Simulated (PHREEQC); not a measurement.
2.1 g of hydrous ferric oxide (600 m²/g; 0.2 weak and 0.005 strong sites per Fe, Dzombak-Morel constants, diffuse double layer) in 1 kg of water with 0.01 mol/kgw of an inert sodium salt and 2.1 mmol/kgw NiCl2, 0.23 mmol/kgw Na2HAsO4 and 3.2 mmol/kgw CuCl2, at 25 °C; the pH is set by adding NaOH or the inert anion's acid. O2 is buffered at 0.21 atm. The system is closed to CO2. Nothing may precipitate in this run.

Base run: PHREEQC, ion-association model, wateq4f.dat. Each further column changes one thing. The table gives Cu sorbed (%).

```
pH   base  no electrostatic term (-no_edl)  background salt from 0.01 to 0.001 mol/kgw  oxide from 2.1 to 10 g/kgw  0.00073 mol/kgw NaF added
---  ----  -------------------------------  ------------------------------------------  --------------------------  -------------------------
4     6.5                              7.7                                         6.5                        26.6                        [?]
4.5  22.9                             31.5                                        22.8                        63.5                       22.0
5.5  79.1                             94.9                                        76.9                        98.6                       79.3
6    90.7                             99.3                                        88.7                        99.8                       90.7
6.5  95.4                             99.8                                        93.9                       100.0                       95.2
7.5  91.3                             99.4                                        89.2                       100.0                       91.1
8    78.3                              [?]                                        75.8                       100.0                       78.3
8.5  56.4                             86.9                                        53.9                       100.0                       56.6
9.5  24.7                             72.5                                        23.6                       100.0                        [?]
10   20.7                             54.3                                        20.2                       100.0                       20.8
```

Fill in the missing entries.


- 4, 0.00073 mol/kgw NaF added: 6.2
- 8, no electrostatic term (-no_edl): 96.3
- 9.5, 0.00073 mol/kgw NaF added: 24.8

In at least one series the solution becomes supersaturated in solids that the run did not let form, among them Cu(OH)2, Atacamite, Ni(OH)2. The database has no arsenate complexes of Cu, Ni. The database's constant for dissolved Cu(OH)2 is higher than later reviews accept.
